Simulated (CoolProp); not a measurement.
R142b at 330.36 K and 14.1 MPa flows at 0.65 m/s in a round tube of 2 mm bore and 0.25 µm roughness, fully developed (64/Re and Nu = 3.66 if laminar; Colebrook and Gnielinski if turbulent). Each further row changes one setting.

Computed with CoolProp (reference Helmholtz-energy equation of state, Lemmon 2006). It is a short technical equation, of lower accuracy than the large ones.

```csv
case,Reynolds number,Darcy friction factor,pressure drop (Pa/m),heat-transfer coefficient (W/(m² K)),mass flow (kg/h)
as stated,6930,0.0343,3920,1670,7.96
velocity 1.3 m/s,13900,0.0286,13100,3160,15.9
diameter 4 mm,13900,0.0285,1630,1570,31.8
```

Viscosity comes from a separate model (Huber 2003), an estimate that may be off by 10 % or more. Thermal conductivity comes from a separate model (Huber 2003), an estimate that may be off by 10 % or more.
